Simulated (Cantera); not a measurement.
# Ignition delay

Mixture: 11.6 % CH4, 23.3 % O2, 65.1 % N2, equivalence ratio 1.0, at 488 Torr, adiabatic and at constant pressure. Ignition delay is the time to a rise of 400 K.

Computed with Cantera and GRI-Mech 3.0 (53 species, 325 reactions).

```json
[
 {"T0 (K)": "1200", "delay (ms)": "51.0"},
 {"T0 (K)": "1250", "delay (ms)": "25.0"},
 {"T0 (K)": "1300", "delay (ms)": "12.8"},
 {"T0 (K)": "1350", "delay (ms)": "6.77"},
 {"T0 (K)": "1400", "delay (ms)": "3.74"},
 {"T0 (K)": "1450", "delay (ms)": "2.16"}
]
```

```json
{
 "apparent activation energy between 1350 and 1450 K": "190 kJ/mol"
}
```
